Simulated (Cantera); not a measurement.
SiCl₄ + HCl + H₂ (silicon epitaxy and polysilicon growth)

Input: 1 mol SiCl₄, 0.032 mol HCl, 7.5 mol H₂, equilibrated at 10.0 mbar.

Cantera equilibrium calculation (NASA polynomials, part measured and part estimated; ideal gas, pure solids and liquids). Candidate condensed phases: Si; 19 gas species. The tables' values for SiCl₃ are old estimates; treat these amounts as uncertain. The numbers say what is thermodynamically allowed, not how fast it happens.

At 948 K nothing is condensed. From 1023 K to 1173 K the condensed part is Si(s). From 1248 K to 1398 K nothing is condensed. The main Si-bearing gas is SiCl₄ at 948 K and SiCl₂ at 1398 K.

```
T (K)  log p H₂  log p HCl  log p SiCl₄  log p SiCl₂  log p SiHCl₃  log p SiCl₃  n Si(s)
-----  --------  ---------  -----------  -----------  ------------  -----------  -------
948       -2.07      -3.63        -3.01        -5.11         -3.79        -4.82        0
1023      -2.07      -3.38        -3.04        -4.44         -3.81        -4.41   0.0224
1098      -2.09      -3.16        -3.12        -3.93         -3.88        -4.10   0.0435
1173      -2.10      -2.99        -3.26        -3.52         -4.00        -3.89   0.0332
1248      -2.12      -2.86        -3.50        -3.25         -4.21        -3.80        0
1323      -2.14      -2.76        -3.84        -3.12         -4.52        -3.85        0
1398      -2.15      -2.71        -4.28        -3.05         -4.88        -3.98        0
```
log p: log10 of the partial pressure in bar; n: condensed amount in mol.
